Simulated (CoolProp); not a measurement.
Methanol along the isotherm 45.65 °C: density (kg/m³) from the reference equation and from simpler models built on Tc = 240.2 °C, pc = 8.216 MPa, ω = 0.565; each cubic takes its own stable root.

Model: reference Helmholtz-energy equation of state, de Reuck 1993, in CoolProp.

```
p (MPa)   phase  reference
-------  ------  ---------
2.57     liquid      769.5
5.13     liquid      772.2
7.7      liquid      774.9
10.3     liquid      777.5
12.8     liquid      779.9
15.4     liquid      782.3
18       liquid      784.7
20.5     liquid      787.0
23.1     liquid      789.2
25.7     liquid      791.4
28.2     liquid      793.5
30.8     liquid      795.6
33.4     liquid      797.7
35.9     liquid      799.7
38.5     liquid      801.7
41.1     liquid      803.6
```

How far does each simpler model (van der Waals, Soave-Redlich-Kwong) lie from the reference over these 16 states: mean and median of the absolute difference, and the worst?


- van der Waals: mean 50.0 %, median 49.9 %, worst -51.0 % at 45.65 °C and 2.57 MPa
- Soave-Redlich-Kwong: mean 23.8 %, median 23.8 %, worst -24.5 % at 45.65 °C and 41.1 MPa
